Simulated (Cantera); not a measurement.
A Cantera script and its output.

```python
import numpy as np
import cantera as ct

gas = ct.Solution("SiF4_NH3_mec.yaml", "gas")
gas.TPX = 1823, 100000, {'NH3': 1, 'N2': 4}
inlet = ct.Reservoir(gas, clone=True)

reactor = ct.IdealGasConstPressureReactor(gas, energy="off", clone=False)
exhaust = ct.Reservoir(gas, clone=True)
tau = [11, 3.7, 1.3, 0.47, 0.17, 0.059, 0.021, 0.0075][0]
for a, b in ((inlet, reactor), (reactor, exhaust)):
    ct.MassFlowController(a, b, mdot=lambda t: reactor.mass / tau)
net = ct.ReactorNet([reactor])
show = ['NH3', 'NH2', 'H2', 'N2H2', 'NH', 'H']

rows = []
print(f"{'tau/s':>10s}{'T/K':>9s}" + "".join(f"{s:>11s}" for s in show))
for tau in [11, 3.7, 1.3, 0.47, 0.17, 0.059, 0.021, 0.0075]:
    net.initial_time = 0.0
    net.advance(30 * tau)
    before = gas.X
    net.advance(40 * tau)
    drift = np.max(np.abs(gas.X - before) / (gas.X + 1e-9))
    rows.append([gas.T, *gas[show].X, drift])
    print(f"{tau:10.3e}{gas.T:9.1f}" + "".join(f"{x:11.3e}" for x in gas[show].X))
```

It prints:

```
     tau/s      T/K        NH3        NH2         H2       N2H2         NH          H
 1.100e+01   1823.0  1.163e-02  2.135e-05  2.353e-01  8.787e-09  6.569e-07  1.597e-04
 3.700e+00   1823.0  2.384e-02  3.801e-05  2.201e-01  2.539e-08  1.008e-06  1.298e-04
 1.300e+00   1823.0  4.709e-02  6.416e-05  1.910e-01  6.559e-08  1.431e-06  9.629e-05
 4.700e-01   1823.0  8.437e-02  9.931e-05  1.444e-01  1.439e-07  1.854e-06  6.296e-05
 1.700e-01   1823.0  1.293e-01  1.373e-04  8.823e-02  2.549e-07  2.153e-06  3.477e-05
 5.900e-02   1823.0  1.667e-01  1.704e-04  4.152e-02  3.597e-07  2.192e-06  1.587e-05
 2.100e-02   1823.0  1.865e-01  1.952e-04  1.675e-02  4.184e-07  1.941e-06  6.672e-06
 7.500e-03   1823.0  1.949e-01  2.114e-04  6.148e-03  4.325e-07  1.568e-06  2.662e-06
```

Computed with Cantera and the gas-phase N/H chemistry of the illustrative SiF4/NH3 mechanism in the Surface Chemkin manual (1991). Walls and surfaces, which speed up NH3 decomposition in real reactors, are not modelled.
